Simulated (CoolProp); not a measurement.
Vapour-liquid equilibrium of R22 (1) + C3F8 (R218) (2) at -4.75 °C; x and y are mole fractions of (1).

Computed with CoolProp (multi-fluid Helmholtz-energy mixture model, Kamei 1995 and Lemmon 2006; pair parameters Bell 2016).

Q: Give the bubble pressure and the first vapour's composition at x = 0.35, 0.725, 0.8. Is there an azeotrope?

A: x = 0.35: 0.5085 MPa, y = 0.477; x = 0.725: 0.5273 MPa, y = 0.666; x = 0.8: 0.5175 MPa, y = 0.713. y crosses x between x = 0.575 and 0.65: the model has an azeotrope there.

Pair parameters are fitted to limited data, so mixtures are less certain than the pure fluids.
